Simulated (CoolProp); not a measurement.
Vapour-liquid equilibrium of carbon monoxide (1) + methane (2) at -175.95 °C; x and y are mole fractions of (1).

The numbers come from the multi-fluid Helmholtz-energy mixture model, Lemmon 2006 and Setzmann 1991; pair parameters Kunz 2012 in CoolProp.

```
x     bubble pressure (kPa)  y at the bubble point  dew pressure at overall composition x (kPa)  liquid density (mol/L)
----  ---------------------  ---------------------  -------------------------------------------  ----------------------
0.05                  50.10                  0.512                                        26.73                   27.57
0.2                   128.3                  0.834                                            ?                   27.45
0.35                  202.6                  0.910                                        38.36                       ?
0.5                   265.8                  0.943                                        49.01                   27.05
0.65                      ?                  0.962                                        67.86                   26.74
0.8                   366.1                  0.977                                        110.3                       ?
0.95                  419.1                  0.993                                        284.4                   25.88
```

### Question
Some entries are withheld; supply them.

### Answer

- 0.2, dew pressure at overall composition x (kPa): 31.51
- 0.35, liquid density (mol/L): 27.28
- 0.65, bubble pressure (kPa): 318.2
- 0.8, liquid density (mol/L): 26.35

No azeotrope shows between x = 0.05 and 0.95.

Pair parameters are fitted to limited data, so mixtures are less certain than the pure fluids.
